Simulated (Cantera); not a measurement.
Charge: 1 mol V2O5, 13 mol H2, 4.5 mol N2, at 1498.15 K and 1800 Pa.

These are equilibrium values from Cantera (NASA tables, ideal gas, pure condensed phases), not measurements of a reactor. Candidate condensed phases: H2O, V, VN, VO, V2O3, V2O4, V2O5; 28 gas species. Condensed phases not in the tables: the oxides between V2O3 and V2O5 other than VO2. Kinetics and transport are ignored.

Base state: H2 0.628, N2 0.257, H2O 0.114, H 0.000102 (mole fractions); condensed: V2O3(s).

### Question
What changes in the equilibrium state with this change: V2O5 replaced by PbS?

### Answer
```tsv
species	before	after
H2	0.628	0.684
N2	0.257	0.243
PbS	0	0.0327
H2O	0.114	0
Pb	0	0.0212
H2S	0	0.0160
S2	0	0.00227
SH	0	0.000634
V2O3(s), mol	1.000	0
```
Further candidate phases: Pb, PbS, S.
